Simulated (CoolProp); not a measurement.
Vapour-liquid equilibrium of 1-butene (1) + n-butane (2) at -34.15 °C; x and y are mole fractions of (1).

Values from CoolProp's multi-fluid Helmholtz-energy mixture model, Lemmon 2005 and Bücker 2006; pair parameters Bell 2016.

Task: Give the bubble pressure and the first vapour's composition at x = 0.35, 0.575, 0.8. Is there an azeotrope?

Result: x = 0.35: 0.2548 bar, y = 0.416; x = 0.575: 0.2708 bar, y = 0.637; x = 0.8: 0.2849 bar, y = 0.833. No azeotrope shows between x = 0.05 and 0.95.

The pair parameters rest on a limited set of measurements; away from them the model extrapolates.
